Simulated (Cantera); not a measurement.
Low-pressure radical oxidation in H2/O2

An isothermal, constant-pressure homogeneous reactor starts with 16.0 % H₂, 84.0 % O₂, at 1375 K and 0.00336 atm.

Detailed kinetics in Cantera: GRI-Mech 3.0 (53 species, 325 reactions). Radical loss at walls, strong at low pressure, is not modelled. The temperature is held fixed by assumption; the heat of reaction is taken as removed at once.

```tsv
t (s)	x H₂	x O₂	x H	x OH	x O	x H₂O₂	x H₂O
0.000300	0.160	0.840	2.19e-7	1.35e-7	1.70e-7	3.15e-10	2.19e-7
0.00138	0.159	0.840	0.000136	9.37e-5	0.000121	6.05e-9	0.000256
0.00634	0.00671	0.731	0.0419	0.0141	0.0813	4.61e-8	0.125
0.0292	0.00643	0.736	0.0385	0.0139	0.0766	4.69e-8	0.128
0.134	0.00519	0.758	0.0260	0.0126	0.0584	4.93e-8	0.140
0.617	0.00182	0.804	0.00476	0.00770	0.0186	4.26e-8	0.163
2.84	0.000139	0.824	9.68e-5	0.00216	0.00139	1.43e-8	0.172
13.0	9.84e-6	0.826	1.81e-6	0.000574	9.75e-5	3.07e-9	0.173
60.0	1.45e-6	0.826	1.03e-7	0.000221	1.44e-5	9.92e-10	0.173
```
x: mole fraction; the columns are a selection and need not sum to one.

Equilibrium at this temperature and pressure: H₂ 1.01e-6, O₂ 0.826, H 5.94e-8, OH 0.000184, O 9.99e-6, H₂O₂ 8.68e-10, H₂O 0.173 (gas phase only).
